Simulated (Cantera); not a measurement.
A freely propagating, adiabatic, planar premixed flame of H2 : O2 : N2 = 1 : 0.333 : 1.6 (molar parts), equivalence ratio 1.5, unburnt at 623 K and 100.0 Torr; mixture-averaged transport, grid criteria slope 0.08 and curve 0.16, no radiation.

Cantera simulation using the H2/O2 subset of GRI-Mech 3.0, which has no nitrogen chemistry; the numbers are that mechanism's predictions, not measurements. Burning velocities carry a grid error of a few per cent, more on coarse grids.

### Question
Predict: laminar burning velocity; thermal thickness; peak x(H); peak x(H2O2); peak x(OH).

### Answer
* **laminar burning velocity**: 625 cm/s
* **thermal thickness**: 6.87 mm
* **peak x(H)**: 0.112
* **peak x(H2O2)**: 4.07e-7
* **peak x(OH)**: 0.00883
